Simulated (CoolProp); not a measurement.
The numbers come from the reference Helmholtz-energy equation of state, Polt 1992 in CoolProp. This equation is an older, rougher fit; its heat capacities, sound speeds and derivatives of the liquid may be far off and weren't checked against measurements.

Give the vapour pressure (bar), liquid density (kg/m³), vapour density (kg/m³) of saturated cyclopropane at 312.2 K.


| T (K) | p (bar) | liquid density (kg/m³) | vapour density (kg/m³) |
|---|---|---|---|
| 312.2 | 10.4 | 596 | 20.2 |
